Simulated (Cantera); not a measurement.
Feed: 1 mol NaCl, 0.066 mol HCl, 470 mol N₂, held at 650 K and 1.00 Pa.

Cantera equilibrium calculation (NASA polynomials, part measured and part estimated; ideal gas, pure solids and liquids). Candidate condensed phases: NH₄Cl, Na, NaCl; 17 gas species. The numbers say what is thermodynamically allowed, not how fast it happens.

### Question
What is the equilibrium state?

### Answer
```
Item                                 Result
--------------------------------  ---------
x(N₂)                                 1.000
x(HCl)                             0.000140
x(NaCl)                             3.80e-6
n(NaCl(s))                        0.998 mol
gas amount                        470.1 mol
log10 activity of Na(l) (absent)     -19.42
```
